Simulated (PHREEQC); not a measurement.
PHREEQC input (ion-association model, wateq4f.dat):

```
SOLUTION 1
  temp 69
  units mol/kgw
  pH 7 charge
  Cl 0.1388
  Mg 0.0094
  S(6) 0.0086
  Na 0.1372
SOLUTION 2
  temp 69
  units mol/kgw
  pH 7 charge
  S(6) 0.0019
  Na 0.0038
END
SELECTED_OUTPUT 1
  -reset false
  -pH true
  -pe true
  -ionic_strength true
  -water true
  -totals Cl Mg Na S S(-2) S(6)
  -molalities H+ Cl- Mg+2 Na+ SO4-2 MgOH+ NaSO4- MgSO4 HSO4- H2S
    HS- S-2 O2 OH-
  -equilibrium_phases Brucite Halite Mirabilite Epsomite
PRINT
  -reset false
MIX 1
  1 1
  2 0
EQUILIBRIUM_PHASES 1
  Brucite 0 0
  Halite 0 0
  Mirabilite 0 0
  Epsomite 0 0
  O2(g) -0.68 10
END
# ... the last block is repeated for the other 10 points of share of solution B
```

Selected output (columns that matter, 11 of 11 rows; share of solution B added in front):

```
share of solution B	pH	mu	Cl	Mg	Na	S	m_H+	m_Cl-	m_Mg+2	m_Na+	m_SO4-2	m_NaSO4-	m_MgSO4	m_OH-
0	6.257	0.16284	0.1388	0.0094	0.1372	0.0086	6.9854e-07	0.1388	0.0072501	0.13592	0.005172	0.0012784	0.0021492	3.7503e-07
0.1	6.2666	0.14714	0.12492	0.00846	0.12386	0.00793	6.7964e-07	0.12492	0.006515	0.12273	0.0048588	0.0011265	0.0019444	3.7904e-07
0.2	6.2771	0.13142	0.11104	0.00752	0.11052	0.00726	6.5947e-07	0.11104	0.0057796	0.10954	0.0045401	0.0009797	0.0017399	3.8346e-07
0.3	6.2887	0.11569	0.09716	0.00658	0.09718	0.00659	6.3776e-07	0.09716	0.0050438	0.096342	0.0042158	0.00083831	0.0015357	3.8841e-07
0.4	6.3017	0.099948	0.08328	0.00564	0.08384	0.00592	6.1413e-07	0.08328	0.004308	0.083137	0.0038855	0.00070274	0.0013315	3.9408e-07
0.5	6.3166	0.084194	0.0694	0.0047	0.0705	0.00525	5.8804e-07	0.0694	0.0035725	0.069927	0.0035493	0.00057341	0.0011271	4.0073e-07
0.6	6.3342	0.068431	0.05552	0.00376	0.05716	0.00458	5.5867e-07	0.05552	0.0028378	0.056709	0.0032071	0.00045084	0.0009218	4.088e-07
0.7	6.3555	0.052661	0.04164	0.00282	0.04382	0.00391	5.2474e-07	0.04164	0.0021053	0.043484	0.0028598	0.00033556	0.00071441	4.1906e-07
0.8	6.3829	0.036895	0.02776	0.00188	0.03048	0.00324	4.8395e-07	0.02776	0.0013777	0.030252	0.0025097	0.00022809	0.00050204	4.3299e-07
0.9	6.4212	0.021167	0.01388	0.00094	0.01714	0.00257	4.3155e-07	0.01388	0.00066341	0.017012	0.002165	0.00012837	0.00027646	4.5394e-07
1	6.4861	0.0056364	0	0	0.0038	0.0019	3.5318e-07	0	0	0.0037681	0.001868	3.1886e-05	0	4.9124e-07
```

At this temperature some constants are extrapolated from 25 °C, and those without enthalpy data are left unchanged.
